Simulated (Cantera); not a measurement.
A closed system holds: 1 mol SiHCl₃, 2.8 mol N₂, 1.4 mol H₂, equilibrated at 4.20 Torr.

Cantera equilibrium calculation (NASA polynomials, part measured and part estimated; ideal gas, pure solids and liquids). Candidate condensed phases: NH₄Cl, Si, Si₃N₄; 28 gas species. N₂ is the only nitrogen source here; it is nearly inert below about 1500 K, so the nitride shown seldom forms there in practice. Equilibrium is a limit: real reactors are often held back by kinetics, nucleation or transport. All values below are at 800 K.

Base state: N₂ 0.434, HCl 0.308, H₂ 0.196, SiCl₄ 0.0613, SiHCl₃ 3.53e-5 (mole fractions); condensed: Si₃N₄(s).

### Question
What changes in the equilibrium state with this change: N₂ from 2.8 to 20 mol?

### Answer
```csv
species,before,after
N₂,0.434,0.860
HCl,0.308,0.0940
H₂,0.196,0.0368
SiCl₄,0.0613,0.00959
SiHCl₃,3.53e-5,3.39e-6
"Si₃N₄(s), mol",0.223,0.261
```
